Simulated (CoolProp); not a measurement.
Vapour-liquid equilibrium of benzene (1) + n-heptane (2) at 0.0498 MPa; x and y are mole fractions of (1).

The numbers come from the multi-fluid Helmholtz-energy mixture model, Thol 2012 and Span 2003; pair parameters Bell 2016 in CoolProp.

| x | bubble temperature, mixture model (°C) | bubble temperature, Raoult's law (°C) | y, mixture model | y, Raoult's law |
|---|---|---|---|---|
| 0.05 | 74.0 | 74.8 | ? | 0.086 |
| 0.125 | 71.4 | 73.2 | 0.248 | 0.205 |
| 0.2 | 69.1 | 71.6 | 0.362 | 0.311 |
| 0.275 | 67.1 | 70.1 | ? | 0.408 |
| 0.35 | 65.4 | 68.7 | 0.535 | 0.495 |
| 0.425 | 64.0 | 67.4 | 0.602 | 0.575 |
| 0.5 | 62.8 | 66.1 | ? | 0.647 |
| 0.575 | 61.7 | 64.8 | 0.710 | 0.713 |
| 0.65 | 60.9 | 63.6 | 0.757 | 0.774 |
| 0.725 | ? | 62.5 | 0.803 | 0.830 |
| 0.8 | 59.6 | 61.4 | 0.849 | 0.881 |
| 0.875 | ? | 60.3 | ? | 0.929 |
| 0.95 | 58.8 | 59.3 | ? | 0.973 |

Task: Some entries are withheld; supply them.

Result: 
- 0.05, y, mixture model: 0.108
- 0.275, y, mixture model: 0.457
- 0.5, y, mixture model: 0.659
- 0.725, bubble temperature, mixture model (°C): 60.2
- 0.875, bubble temperature, mixture model (°C): 59.1
- 0.875, y, mixture model: 0.900
- 0.95, y, mixture model: 0.956

The largest gap from Raoult's law is -3.4 K in bubble temperature, at x = 0.425. No azeotrope shows between x = 0.05 and 0.95.

The pair parameters rest on a limited set of measurements; away from them the model extrapolates.
